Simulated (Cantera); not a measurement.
An adiabatic, constant-volume homogeneous reactor starts with H2 : O2 : N2 = 1 : 0.847 : 3.19 (molar parts), equivalence ratio 0.59, at 1448 K and 490000 Pa.

Model: GRI-Mech 3.0 (53 species, 325 reactions), integrated in Cantera. The hydrogen kinetics of GRI-Mech 3.0 are dated; newer H2 mechanisms differ, most at raised pressure.

### Question
Predict: time of steepest temperature rise; temperature at 0.800 s; equilibrium temperature; x(H2) at 0.800 s; x(O2) at 0.800 s; x(NO) at 0.800 s; x(OH) at 0.800 s; x(HO2) at 0.800 s.

### Answer
```json
{
  "time_of_steepest_temperature_rise": "3.45 µs",
  "temperature at 0.800 s": "2852 K",
  "equilibrium_temperature": "2852 K",
  "x(H2) at 0.800 s": "0.00717 (gas-phase equilibrium 0.00717)",
  "x(O2) at 0.800 s": "0.0612 (gas-phase equilibrium 0.0612)",
  "x(NO) at 0.800 s": "0.0199 (gas-phase equilibrium 0.0199)",
  "x(OH) at 0.800 s": "0.0227 (gas-phase equilibrium 0.0227)",
  "x(HO2) at 0.800 s": "3.06e-5 (gas-phase equilibrium 3.06e-5)"
}
```
